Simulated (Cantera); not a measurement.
Feed: 1 mol Cu₂O, 0.85 mol CH₄, 3.4 mol H₂, equilibrated at 33.8 Torr.

These are equilibrium values from Cantera (NASA tables, ideal gas, pure condensed phases), not measurements of a reactor. Candidate condensed phases: C, C₆H₆, C₇H₈, C₈H₁₈, Cu, CuO, Cu(OH)₂, Cu₂O, H₂O; 113 gas species. Kinetics and transport are ignored. All values below are at 1998 K.

Base state: H₂ 0.748, CO 0.128, Cu 0.0939, H₂O 0.0219, H 0.00654, CO₂ 0.000820, Cu₂ 0.000385, OH 1.91e-5 (mole fractions); condensed: Cu(l).

Q: What changes in the equilibrium state with this change: CH₄ from 0.85 to 1.6 mol?

A: 
```json
[
 {"species": "H₂", "before": "0.748", "after": "0.780"},
 {"species": "CO", "before": "0.128", "after": "0.119"},
 {"species": "Cu", "before": "0.0939", "after": "0.0939"},
 {"species": "H₂O", "before": "0.0219", "after": "4.92e-7"},
 {"species": "C₂H₂ (acetylene)", "before": "<1e-9", "after": "0.000591"},
 {"species": "CO₂", "before": "0.000820", "after": "1.64e-8"},
 {"species": "Cu(l), mol", "before": "1.38", "after": "1.20"},
 {"species": "C(graphite), mol", "before": "0", "after": "0.590"}
]
```
